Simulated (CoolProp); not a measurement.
The fluid at 298.15 K and 5.22 MPa (liquid) is heated at constant pressure to 459.6 K. The same conditions are run with several fluids, on thermodynamics alone (safety and materials aside).

Values from CoolProp's reference Helmholtz-energy equation of state of each fluid (R113: Marx 1992; R115: Lemmon 2016; n-hexane: Thol 2019; dodecamethylcyclohexasiloxane (D6): Colonna 2008; octamethylcyclotetrasiloxane (D4): Thol 2015).

```
fluid                               heat (kJ/kg)  final phase  final density (kg/m³)
----------------------------------  ------------  -----------  ---------------------
R113                                  (withheld)       liquid                   1120
R115                                         212   (withheld)             (withheld)
n-hexane                                     426       liquid             (withheld)
dodecamethylcyclohexasiloxane (D6)    (withheld)       liquid             (withheld)
octamethylcyclotetrasiloxane (D4)     (withheld)       liquid             (withheld)
```

Q: What belongs in the gaps?

A: 
- R113, heat (kJ/kg): 162
- R115, final phase: supercritical
- R115, final density (kg/m³): 271
- n-hexane, final density (kg/m³): 491
- dodecamethylcyclohexasiloxane (D6), heat (kJ/kg): 278
- dodecamethylcyclohexasiloxane (D6), final density (kg/m³): 813
- octamethylcyclotetrasiloxane (D4), heat (kJ/kg): 294
- octamethylcyclotetrasiloxane (D4), final density (kg/m³): 776
